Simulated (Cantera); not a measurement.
An adiabatic, constant-volume homogeneous reactor starts with H2 : O2 : N2 : H2O = 1 : 1 : 3.76 : 0.88 (molar parts), equivalence ratio 0.50, at 1650 K and 1.01 bar. Integrator tolerance rtol = 1e-08.

Computed with Cantera and the H2/O2 subset of GRI-Mech 3.0, which has no nitrogen chemistry.

Q: What does this change do: H2O 0.88 to 0.57 parts?

A: 
```tsv
quantity	before	after
time of steepest temperature rise	10.8 µs	10.2 µs
temperature at 7.00 s	2608 K	2658 K
equilibrium temperature	2608 K	2658 K
x(H2) at 7.00 s	0.00817 (gas-phase equilibrium 0.00817)	0.00853 (gas-phase equilibrium 0.00853)
x(O2) at 7.00 s	0.0764 (gas-phase equilibrium 0.0764)	0.0797 (gas-phase equilibrium 0.0797)
x(H2O) at 7.00 s	0.280 (gas-phase equilibrium 0.280)	0.242 (gas-phase equilibrium 0.242)
x(HO2) at 7.00 s	1.62e-5 (gas-phase equilibrium 1.62e-5)	1.76e-5 (gas-phase equilibrium 1.76e-5)
x(OH) at 7.00 s	0.0235 (gas-phase equilibrium 0.0235)	0.0253 (gas-phase equilibrium 0.0253)
x(H) at 7.00 s	0.00294 (gas-phase equilibrium 0.00294)	0.00364 (gas-phase equilibrium 0.00364)
x(O) at 7.00 s	0.00547 (gas-phase equilibrium 0.00547)	0.00693 (gas-phase equilibrium 0.00693)
```

Q: What does this change do: pressure from 1.01 bar to 5.00 bar?

A: 
```csv
quantity,before,after
time of steepest temperature rise,10.8 µs,2.27 µs
temperature at 7.00 s,2608 K,2680 K
equilibrium temperature,2608 K,2680 K
x(H2) at 7.00 s,0.00817 (gas-phase equilibrium 0.00817),0.00509 (gas-phase equilibrium 0.00509)
x(O2) at 7.00 s,0.0764 (gas-phase equilibrium 0.0764),0.0769 (gas-phase equilibrium 0.0769)
x(H2O) at 7.00 s,0.280 (gas-phase equilibrium 0.280),0.288 (gas-phase equilibrium 0.288)
x(HO2) at 7.00 s,1.62e-5 (gas-phase equilibrium 1.62e-5),2.93e-5 (gas-phase equilibrium 2.93e-5)
x(OH) at 7.00 s,0.0235 (gas-phase equilibrium 0.0235),0.0195 (gas-phase equilibrium 0.0195)
x(H) at 7.00 s,0.00294 (gas-phase equilibrium 0.00294),0.00138 (gas-phase equilibrium 0.00138)
x(O) at 7.00 s,0.00547 (gas-phase equilibrium 0.00547),0.00336 (gas-phase equilibrium 0.00336)
```
The hydrogen kinetics of GRI-Mech 3.0 are dated; newer H2 mechanisms differ, most at raised pressure.
